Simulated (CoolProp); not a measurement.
The fluid at 308.56 K and 0.0161 MPa flows at 0.06 m/s in a round tube of 1 mm bore and 1.5 µm roughness, fully developed (64/Re and Nu = 3.66 if laminar; Colebrook and Gnielinski if turbulent). The same conditions are run with several fluids, on thermodynamics alone (safety and materials aside).

Computed with CoolProp (reference Helmholtz-energy equation of state of each fluid (methanol: de Reuck 1993; R507A: Lemmon 2003; ammonia: Gao 2020; R245fa: Akasaka 2015; R236FA: Pan 2012)). Blends and air are pseudo-pure fits.

```
fluid     Reynolds number  Darcy friction factor  pressure drop (Pa/m)  heat-transfer coefficient (W/(m² K))  mass flow (kg/h)
--------  ---------------  ---------------------  --------------------  ------------------------------------  ----------------
methanol             1.22                   52.3                  19.1                                  58.7           3.45e-5
R507A                2.96                   21.6                  24.2                                  51.8          0.000105
ammonia             0.612                    105                  20.2                                  94.5           1.82e-5
R245fa               4.15                   15.4                  23.5                                  60.7          0.000143
R236FA               5.04                   12.7                  21.9                                  49.1          0.000163
```

Transport values come from each fluid's own correlations; those of R245fa, R236FA are estimates that may be off by 10 % or more.
